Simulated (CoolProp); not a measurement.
Vapour-liquid equilibrium of R134a (1) + R124 (2) at 0.00788 MPa; x and y are mole fractions of (1).

Values from CoolProp's multi-fluid Helmholtz-energy mixture model, Tillner-Roth 1994 and de Vries 1995; pair parameters Bell 2016.

```
x     bubble temperature (K)  y at the bubble point  dew temperature at overall composition x (K)  liquid density (mol/L)
----  ----------------------  ---------------------  --------------------------------------------  ----------------------
0.05                   212.2                  0.118                                         212.9                   11.92
0.2                    209.6                  0.377                                         211.4                   12.31
0.35                   207.6                  0.551                                         209.9                   12.71
0.5                    206.1                  0.679                                           ___                   13.13
0.65                     ___                  0.782                                         206.5                   13.57
0.8                    204.0                    ___                                           ___                     ___
0.95                   203.2                    ___                                         203.4                   14.55
```

Some entries are withheld; supply them.


- 0.5, dew temperature at overall composition x (K): 208.2
- 0.65, bubble temperature (K): 205.0
- 0.8, y at the bubble point: 0.875
- 0.8, dew temperature at overall composition x (K): 204.8
- 0.8, liquid density (mol/L): 14.04
- 0.95, y at the bubble point: 0.968

No azeotrope shows between x = 0.05 and 0.95.

Pair parameters are fitted to limited data, so mixtures are less certain than the pure fluids.
